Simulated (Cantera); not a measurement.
Cantera run:

```python
import numpy as np
import cantera as ct

gas_names = [...]  # 109 gases of nasa_gas.yaml made of C, Cl, H, Si
cond_names = """
    C(gr) C6H6(L) C7H8(L) C8H18(L),n-octa Si(cr) Si(L) SiC(b)
""".split()


# ... load() reads the species with a 1 bar reference pressure and builds the phases ...
atoms = {
    'SiH2Cl2': {'Si': 1, 'H': 2, 'CL': 2},
    'C2H4': {'C': 2, 'H': 4},
    'H2': {'H': 2},
}
top_T = {'C(gr)': 4500, 'SiC(b)': 3050}  # K; cautious upper limits of use, not melting points


# ... equilibrate(T, P, feed) seeds the gas with the atoms and calls Mixture.equilibrate('TP', solver="vcs", rtol=1e-11, max_steps=5000) ...
results = []
feed = {'SiH2Cl2': 1, 'C2H4': 0.043, 'H2': 41}  # mol
P = 10000  # Pa
for T in [1200, 1250, 1300, 1350, 1400, 1450, 1500, 1550, 1600, 1650]:
    mix = equilibrate(T, P, feed)
    results.append((T, P, feed, dict(zip(mix.species_names, mix.species_moles))))

top = {s: max(r[3][s] / sum(r[3][g] for g in gas_names) for r in results) for s in gas_names}
cols = sorted((s for s in top if top[s] > 0.001), key=lambda s: -top[s])[:6]
seen = [c for c in cond_names if any(r[3].get(c, 0) > 1e-12 for r in results)]
print("log10 of partial pressures in bar; condensed amounts in mol")
print(f"{'T/K':>10s}" + "".join(f"{s[:9]:>10s}" for s in cols + seen))
for T, P, feed, n in results:
    ng = sum(n[g] for g in gas_names)
    print(f"{T:10.4g}" + "".join(f"{np.log10(max(n[s] / ng * P / 1e5, 1e-99)):10.3f}" for s in cols)
          + "".join(f"{n.get(c, 0):10.4g}" for c in seen))
```

Result:

```
log10 of partial pressures in bar; condensed amounts in mol
       T/K        H2       HCL     SiCL2     SiCL4    SiHCL3    Si(cr)    SiC(b)
      1200    -1.016    -2.521    -3.653    -3.827    -3.888    0.6661   0.08589
      1250    -1.017    -2.475    -3.532    -4.128    -4.119    0.6946    0.0859
      1300    -1.018    -2.450    -3.457    -4.477    -4.385    0.7095   0.08591
      1350    -1.018    -2.439    -3.411    -4.845    -4.666    0.7151   0.08591
      1400    -1.018    -2.435    -3.381    -5.212    -4.945    0.7156   0.08592
      1450    -1.018    -2.434    -3.360    -5.565    -5.214    0.7135   0.08592
      1500    -1.018    -2.434    -3.344    -5.900    -5.469    0.7103   0.08593
      1550    -1.018    -2.436    -3.330    -6.216    -5.709    0.7065   0.08593
      1600    -1.018    -2.437    -3.319    -6.514    -5.935    0.7026   0.08593
      1650    -1.018    -2.439    -3.309    -6.794    -6.149    0.6985   0.08593
```

Cantera equilibrium calculation (NASA polynomials, part measured and part estimated; ideal gas, pure solids and liquids). Mutual solubility and eutectic melting of coexisting phases are not modelled. The tables' values for SiCl3 are old estimates; treat these amounts as uncertain.
